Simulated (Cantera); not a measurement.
**Gas-phase reforming**

An isothermal, constant-pressure homogeneous reactor starts with 34.5 % CH4, 65.5 % H2O, at 1473 K and 1400000 Pa.

Model: GRI-Mech 3.0 (53 species, 325 reactions), integrated in Cantera. The pressure lies above the range GRI-Mech 3.0 was tuned for (to about 10 atm).

```tsv
t (s)	x CH4	x H2O	x HCO	x O	x CH3	x CH2CO	x C2H4
0.000500	0.344	0.655	3.32e-12	<1e-12	3.74e-5	4.99e-11	5.14e-5
0.00205	0.341	0.655	2.95e-11	<1e-12	4.86e-5	1.15e-8	0.000639
0.00841	0.329	0.650	5.99e-11	<1e-12	5.02e-5	1.17e-6	0.00399
0.0345	0.286	0.630	5.96e-11	<1e-12	3.99e-5	1.10e-5	0.00817
0.141	0.208	0.592	1.61e-10	<1e-12	3.22e-5	2.03e-5	0.0220
0.580	0.194	0.548	5.33e-10	<1e-12	3.08e-5	1.40e-5	0.0217
2.38	0.193	0.474	1.49e-9	<1e-12	2.62e-5	4.50e-6	0.0117
9.75	0.156	0.382	3.63e-9	<1e-12	1.80e-5	1.12e-6	0.00397
40.0	0.0951	0.288	6.86e-9	<1e-12	9.51e-6	4.09e-7	0.000832
```
x: mole fraction; the columns are a selection and need not sum to one.

Equilibrium at this temperature and pressure: CH4 0.000331, H2O 0.165, HCO 1.26e-8, O <1e-12, CH3 2.87e-8, CH2CO 1.46e-9, C2H4 5.64e-9 (gas phase only).
